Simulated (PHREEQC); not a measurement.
Make-up at 31 °C: 0.03 mol/kgw LiOH, 0.00023 mol/kgw H4SiO4 and 0.024 mol/kgw K2SO4. Closed to the air; pH follows from the charge balance.

The numbers come from PHREEQC with the ion-association model, wateq4f.dat.

```json
{
 "pH": "12.16",
 "ionic_strength": "0.0948 mol/kgw",
 "total_alkalinity": "30.0 meq/kg"
}
```

```csv
species,molality,activity,log γ
K+,0.0454,0.0348,-0.116
OH-,0.0297,0.0227,-0.117
Li+,0.0290,0.0231,-0.099
SO4-2,0.0204,0.00766,-0.425
KSO4-,0.00263,0.00207,-0.103
LiSO4-,0.000985,0.000773,-0.105
H3SiO4-,0.000178,0.000137,-0.113
H2SiO4-2,5.13e-5,1.99e-5,-0.410
H4SiO4,5.10e-7,5.21e-7,0.009
```

Precipitation was switched off in this run.
